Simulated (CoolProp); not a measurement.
Aqueous propylene glycol as a coolant, 31 % by mass, freezing at -13.4 °C, 1 atm.

Computed with CoolProp (Melinder's fits for secondary coolants).

```tsv
T (°C)	cp (kJ/(kg K))	Prandtl number	viscosity (mPa s)	conductivity (W/(m K))
-11.1	3.757	126	14.0	0.416
-7.1	3.768	99.3	11.0	0.419
-3.1	3.779	79.1	8.83	0.422
0.9	3.790	63.8	7.16	0.425
4.8	3.801	52.4	5.90	0.428
8.8	3.812	43.3	4.90	0.431
12.8	3.823	36.2	4.11	0.434
16.8	3.835	30.6	3.49	0.437
20.7	3.845	26.2	3.00	0.440
24.7	3.856	22.6	2.60	0.444
28.7	3.867	19.7	2.27	0.447
32.6	3.878	17.3	2.01	0.450
```
